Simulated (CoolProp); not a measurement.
50 sccm (0 °C, 1 atm) of nitrogen bubbles through liquid n-perfluorohexane at 291.4 K and leaves saturated at a total pressure of 0.15 MPa (ideal gas phase). Each further row changes one setting.

Model: reference Helmholtz-energy equation of state, Gao 2022, in CoolProp.

```json
[
 {"case": "as stated", "vapour pressure (kPa)": "21.7", "mole fraction of vapour": "0.145", "delivery (mg/min)": "128", "delivery (sccm)": "8.46", "change of delivery for a bath 1 K warmer (%)": "5.6"},
 {"case": "bath temperature 296.4 K", "vapour pressure (kPa)": "27.2", "mole fraction of vapour": "0.182", "delivery (mg/min)": "167", "delivery (sccm)": "11.1", "change of delivery for a bath 1 K warmer (%)": "5.6"},
 {"case": "total pressure 0.3 MPa", "vapour pressure (kPa)": "21.7", "mole fraction of vapour": "0.0723", "delivery (mg/min)": "58.8", "delivery (sccm)": "3.90", "change of delivery for a bath 1 K warmer (%)": "5.1"}
]
```
